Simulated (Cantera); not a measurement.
An isothermal, constant-pressure homogeneous reactor starts with H₂ : O₂ = 0.093 : 1 (molar parts), at 1000 K and 27.0 Torr.

Computed with Cantera and the H2/O2 subset of GRI-Mech 3.0, which has no nitrogen chemistry. Radical loss at walls, strong at low pressure, is not modelled. The temperature is held fixed by assumption; the heat of reaction is taken as removed at once.

x: mole fraction; the columns are a selection and need not sum to one.

| t (s) | x H₂ | x O₂ | x H | x OH | x H₂O₂ |
|---|---|---|---|---|---|
| 0.000100 | 0.0851 | 0.915 | 1.96e-10 | 7.43e-11 | <1e-12 |
| 0.000303 | 0.0851 | 0.915 | 2.11e-9 | 9.69e-10 | <1e-12 |
| 0.000918 | 0.0851 | 0.915 | 1.44e-6 | 6.73e-7 | 2.44e-11 |
| 0.00278 | 0.00571 | 0.889 | 0.0137 | 0.00320 | 9.02e-7 |
| 0.00843 | 0.000358 | 0.909 | 0.000232 | 0.000554 | 5.09e-7 |
| 0.0256 | 3.95e-5 | 0.911 | 6.27e-6 | 0.000155 | 2.84e-7 |
| 0.0775 | 4.60e-6 | 0.911 | 2.81e-7 | 5.59e-5 | 1.26e-7 |
| 0.235 | 4.80e-7 | 0.911 | 1.94e-8 | 2.32e-5 | 4.78e-8 |
| 0.711 | (withheld) | 0.911 | (withheld) | (withheld) | (withheld) |
| 2.16 | 1.15e-8 | 0.911 | 2.59e-10 | 5.51e-6 | 6.13e-9 |
| 6.53 | 2.98e-9 | 0.911 | 4.00e-11 | 2.95e-6 | 2.17e-9 |
| 19.8 | 8.66e-10 | 0.911 | 6.74e-12 | (withheld) | 7.56e-10 |
| 60.0 | 2.68e-10 | 0.911 | 1.21e-12 | 9.17e-7 | 2.61e-10 |

**Question.** Fill in the missing entries.

**Answer.** 
- 0.711, x H₂: 5.79e-8
- 0.711, x H: 1.96e-9
- 0.711, x OH: 1.08e-5
- 0.711, x H₂O₂: 1.71e-8
- 19.8, x OH: 1.63e-6
